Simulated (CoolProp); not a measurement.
A closed Brayton cycle with nitrogen: compressor inlet 312.15 K and 5 MPa, high pressure 12.2 MPa, turbine inlet 625 K, compressor efficiency 0.8, turbine efficiency 0.93, recuperator effectiveness 0 (on enthalpy, no pinch check). Each further row changes one setting.

Computed with CoolProp (reference Helmholtz-energy equation of state, Span 2000).

| case | thermal efficiency (%) | net work (kJ/kg) | compressor to turbine work | compressor exit (K) | turbine exit (K) |
|---|---|---|---|---|---|
| as stated | 9.3 | 20.5 | 0.85 | 426.4 | 496.2 |
| turbine inlet 575 K | 5.4 | ___ | 0.93 | 426.4 | 455.4 |
| compressor inlet 322.15 K | 8.0 | 16.3 | 0.88 | 440.0 | 496.2 |
| high pressure 10.4 MPa | ___ | 21.8 | ___ | ___ | 517.2 |
| recuperator effectiveness 0.5 | 11.2 | 20.5 | 0.85 | 426.4 | 496.2 |

**Question.** Complete the blanks.

**Answer.** 
- turbine inlet 575 K, net work (kJ/kg): 8.97
- high pressure 10.4 MPa, thermal efficiency (%): 8.9
- high pressure 10.4 MPa, compressor to turbine work: 0.82
- high pressure 10.4 MPa, compressor exit (K): 403.7
